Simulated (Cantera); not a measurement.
Input: 1 mol LiOH, 0.41 mol H₂, 6.8 mol O₂, equilibrated at 677 °C and 13.3 mbar.

Equilibrium computed with Cantera from the NASA thermochemical tables; the gas is ideal and each condensed phase is pure. Candidate condensed phases: H₂O, Li, LiH, LiOH, Li₂O; 17 gas species. Condensed phases not in the tables: the peroxide. The numbers say what is thermodynamically allowed, not how fast it happens.

Base state: O₂ 0.879, H₂O 0.121, LiOH 2.04e-5 (mole fractions); condensed: Li₂O(s).

**Question.** What changes in the equilibrium state with this change: LiOH replaced by Ca(OH)₂?

**Answer.** 
| species | before | after |
|---|---|---|
| O₂ | 0.879 | 0.824 |
| H₂O | 0.121 | 0.176 |
| LiOH | 2.04e-5 | 0 |
| Li₂O(s), mol | 0.500 | 0 |
| CaO(s), mol | 0 | 1.00 |
Further candidate phases: Ca, CaO, Ca(OH)₂.

**Question.** What changes in the equilibrium state with this change: temperature from 677 °C to 1850 °C?

**Answer.** 
```
species        before     after
------------  -------  --------
O₂              0.879     0.803
LiOH          2.04e-5     0.107
H₂O             0.121    0.0520
O               <1e-9    0.0127
Li              <1e-9    0.0106
OH            1.90e-7    0.0107
LiO             <1e-9   0.00168
Li₂O            <1e-9   0.00153
H               <1e-9  0.000581
H₂              <1e-9  0.000349
Li₂O₂           <1e-9   2.52e-5
Li₂O(s), mol    0.500         0
```
